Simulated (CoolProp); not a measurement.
Vapour-liquid equilibrium of isobutene (1) + acetone (2) at -4.45 °C; x and y are mole fractions of (1).

The numbers come from the multi-fluid Helmholtz-energy mixture model, Lemmon 2005 and Lemmon 2006; pair parameters Bell 2016 in CoolProp.

```
x      bubble pressure, mixture model (bar)  bubble pressure, Raoult's law (bar)  y, mixture model  y, Raoult's law
-----  ------------------------------------  -----------------------------------  ----------------  ---------------
0.05                                 0.2325                               0.1254             0.697            0.446
0.125                                0.4305                               0.2038             0.845            0.686
0.2                                  0.5816                               0.2822             0.891            0.793
0.275                                0.6924                               0.3606             0.913            0.853
0.35                                 0.7714                               0.4390             0.926            0.892
0.425                                0.8272                               0.5174             0.934            0.919
0.5                                  0.8676                               0.5959             0.939            0.939
0.575                                0.8993                               0.6743             0.944            0.954
0.65                                 0.9278                               0.7527             0.948            0.966
0.725                                0.9572                               0.8311             0.954            0.976
0.8                                  0.9910                               0.9095             0.961            0.984
0.875                                 1.032                               0.9879             0.971            0.991
0.95                                  1.081                                1.066             0.986            0.997
```

The largest gap from Raoult's law is +111.2 % in bubble pressure, at x = 0.125. No azeotrope shows between x = 0.05 and 0.95.

Pair parameters are fitted to limited data, so mixtures are less certain than the pure fluids. With so large a gap from Raoult's law the liquid may split in two, which this calculation doesn't test in full.
